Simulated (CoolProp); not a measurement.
The numbers come from the reference Helmholtz-energy equation of state, Leachman 2009 in CoolProp.

Question: For normal hydrogen, give the phase and the cv (kJ/(kg K)), Prandtl number at -28.15 °C and 5.82 bar; 45.65 °C and 5.82 bar.

Answer: 
- -28.15 °C and 5.82 bar: gas; cv 9.89, Prandtl number 0.684
- 45.65 °C and 5.82 bar: gas; cv 10.2, Prandtl number 0.684

Viscosity comes from a separate model (Muzny 2013). Thermal conductivity comes from a separate model (Assael 2011).
